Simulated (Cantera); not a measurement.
A closed system holds: 1 mol C6H6, 0.028 mol CO2, 1.8 mol N2, held at 345 Torr.

These are equilibrium values from Cantera (NASA tables, ideal gas, pure condensed phases), not measurements of a reactor. Candidate condensed phases: C, C6H6, C7H8, C8H18, H2O; 136 gas species. Equilibrium is a limit: real reactors are often held back by kinetics, nucleation or transport.

log p: log10 of the partial pressure in bar; n: condensed amount in mol.

```json
[
 {"T (K)": "1223", "log p H2": "-0.55", "log p N2": "-0.77", "log p CO": "-2.28", "log p HCN": "-4.68", "log p CH4": "-2.97", "log p H": "-6.80", "log p C2H2 (acetylene)": "-7.35", "n C(graphite)": "5.96"},
 {"T (K)": "1273", "log p H2": "-0.55", "log p N2": "-0.77", "log p CO": "-2.28", "log p HCN": "-4.45", "log p CH4": "-3.12", "log p H": "-6.42", "log p C2H2 (acetylene)": "-6.98", "n C(graphite)": "5.96"},
 {"T (K)": "1323", "log p H2": "-0.55", "log p N2": "-0.77", "log p CO": "-2.28", "log p HCN": "[?]", "log p CH4": "[?]", "log p H": "[?]", "log p C2H2 (acetylene)": "[?]", "n C(graphite)": "5.97"},
 {"T (K)": "1373", "log p H2": "-0.55", "log p N2": "-0.77", "log p CO": "-2.28", "log p HCN": "-4.06", "log p CH4": "-3.39", "log p H": "-5.75", "log p C2H2 (acetylene)": "-6.31", "n C(graphite)": "5.97"},
 {"T (K)": "1423", "log p H2": "-0.55", "log p N2": "-0.77", "log p CO": "-2.28", "log p HCN": "[?]", "log p CH4": "[?]", "log p H": "[?]", "log p C2H2 (acetylene)": "[?]", "n C(graphite)": "5.97"},
 {"T (K)": "1473", "log p H2": "-0.55", "log p N2": "-0.77", "log p CO": "-2.28", "log p HCN": "-3.72", "log p CH4": "-3.63", "log p H": "-5.17", "log p C2H2 (acetylene)": "-5.73", "n C(graphite)": "5.97"},
 {"T (K)": "1523", "log p H2": "-0.55", "log p N2": "-0.77", "log p CO": "-2.28", "log p HCN": "-3.56", "log p CH4": "-3.73", "log p H": "-4.91", "log p C2H2 (acetylene)": "-5.47", "n C(graphite)": "5.97"},
 {"T (K)": "1573", "log p H2": "-0.55", "log p N2": "-0.77", "log p CO": "-2.28", "log p HCN": "-3.42", "log p CH4": "-3.83", "log p H": "-4.66", "log p C2H2 (acetylene)": "-5.23", "n C(graphite)": "5.97"},
 {"T (K)": "1623", "log p H2": "-0.55", "log p N2": "-0.77", "log p CO": "-2.28", "log p HCN": "-3.29", "log p CH4": "-3.92", "log p H": "-4.43", "log p C2H2 (acetylene)": "-5.00", "n C(graphite)": "5.96"},
 {"T (K)": "1673", "log p H2": "-0.55", "log p N2": "-0.77", "log p CO": "-2.28", "log p HCN": "-3.16", "log p CH4": "-4.01", "log p H": "-4.22", "log p C2H2 (acetylene)": "-4.79", "n C(graphite)": "5.96"},
 {"T (K)": "1723", "log p H2": "-0.55", "log p N2": "-0.77", "log p CO": "-2.28", "log p HCN": "-3.04", "log p CH4": "-4.09", "log p H": "-4.01", "log p C2H2 (acetylene)": "-4.59", "n C(graphite)": "5.96"},
 {"T (K)": "1773", "log p H2": "-0.55", "log p N2": "-0.77", "log p CO": "-2.28", "log p HCN": "-2.93", "log p CH4": "-4.17", "log p H": "-3.82", "log p C2H2 (acetylene)": "-4.40", "n C(graphite)": "5.96"},
 {"T (K)": "1823", "log p H2": "-0.55", "log p N2": "-0.77", "log p CO": "-2.28", "log p HCN": "-2.82", "log p CH4": "-4.24", "log p H": "-3.64", "log p C2H2 (acetylene)": "-4.22", "n C(graphite)": "5.95"},
 {"T (K)": "1873", "log p H2": "-0.55", "log p N2": "-0.77", "log p CO": "-2.28", "log p HCN": "-2.72", "log p CH4": "-4.31", "log p H": "-3.46", "log p C2H2 (acetylene)": "-4.05", "n C(graphite)": "5.95"}
]
```

### Question
Fill in the missing entries.

### Answer

- 1423, log p HCN: -3.88
- 1423, log p CH4: -3.51
- 1423, log p H: -5.45
- 1423, log p C2H2 (acetylene): -6.01
- 1323, log p HCN: -4.25
- 1323, log p CH4: -3.26
- 1323, log p H: -6.07
- 1323, log p C2H2 (acetylene): -6.63
